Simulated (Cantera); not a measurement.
Charge: 1 mol Al2O3, 6.1 mol O2, held at 2202 °C and 69.0 Pa.

These are equilibrium values from Cantera (NASA tables, ideal gas, pure condensed phases), not measurements of a reactor. Candidate condensed phases: Al, Al2O3; 9 gas species. Rates play no part.

Base state: O2 0.617, O 0.383, AlO 0.000637, Al 4.00e-5, AlO2 1.20e-5 (mole fractions); condensed: Al2O3(l).

Task: What changes in the equilibrium state with this change: pressure from 69.0 Pa to 0.100 bar?

Result: 
| species | before | after |
|---|---|---|
| O2 | 0.617 | 0.960 |
| O | 0.383 | 0.0397 |
| AlO | 0.000637 | 1.13e-6 |
| Al | 4.00e-5 | 4.74e-9 |
| AlO2 | 1.20e-5 | 3.22e-7 |
| Al2O3(l), mol | 0.997 | 1.000 |
